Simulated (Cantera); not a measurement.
Mixture: CH₃OH : O₂ : N₂ = 1 : 1.85 : 8.52 (molar parts), equivalence ratio 0.81, at 6.40 bar, adiabatic and at constant pressure. Ignition delay is the time to a rise of 400 K.

Cantera simulation using GRI-Mech 3.0 (53 species, 325 reactions); the numbers are that mechanism's predictions, not measurements. GRI-Mech 3.0 was tuned for natural gas; its chemistry of methanol as a main component is partial and can be far from experiment.

Problem. What does this change do: pressure from 6.40 bar to 28.0 bar?

Solution. 
```csv
quantity,before,after
delay at 1150 K,5.45 ms,1.98 ms
delay at 1225 K,1.51 ms,0.540 ms
delay at 1300 K,0.498 ms,0.174 ms
delay at 1375 K,0.190 ms,64.8 µs
delay at 1450 K,83.2 µs,27.6 µs
delay at 1525 K,40.8 µs,13.2 µs
apparent activation energy between 1375 and 1525 K,180 kJ/mol,190 kJ/mol
```
The pressure lies above the range GRI-Mech 3.0 was tuned for (to about 10 atm).

Problem. What does this change do: CH3OH 1 to 1.3 parts?

Solution. 
```tsv
quantity	before	after
delay at 1150 K	5.45 ms	5.13 ms
delay at 1225 K	1.51 ms	1.42 ms
delay at 1300 K	0.498 ms	0.464 ms
delay at 1375 K	0.190 ms	0.176 ms
delay at 1450 K	83.2 µs	76.1 µs
delay at 1525 K	40.8 µs	36.9 µs
apparent activation energy between 1375 and 1525 K	180 kJ/mol	180 kJ/mol
```
